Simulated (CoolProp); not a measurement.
Vapour-liquid equilibrium of benzene (1) + n-nonane (2) at 6.86 kPa; x and y are mole fractions of (1).

Values from CoolProp's multi-fluid Helmholtz-energy mixture model, Thol 2012 and Lemmon 2006; pair parameters Bell 2016.

| x | bubble temperature, mixture model (K) | bubble temperature, Raoult's law (K) | y, mixture model | y, Raoult's law |
|---|---|---|---|---|
| 0.05 | 327.3 | 334.8 | 0.585 | 0.404 |
| 0.2 | 305.7 | 316.2 | 0.888 | 0.805 |
| 0.35 | 298.1 | 305.8 | 0.938 | 0.912 |
| 0.5 | 294.2 | 298.9 | 0.958 | 0.956 |
| 0.65 | 291.4 | 293.7 | 0.971 | 0.978 |
| 0.8 | 288.9 | 289.7 | 0.983 | 0.990 |
| 0.95 | 286.4 | 286.5 | 0.995 | 0.998 |

The largest gap from Raoult's law is -10.5 K in bubble temperature, at x = 0.2. No azeotrope shows between x = 0.05 and 0.95.

The pair parameters rest on a limited set of measurements; away from them the model extrapolates.
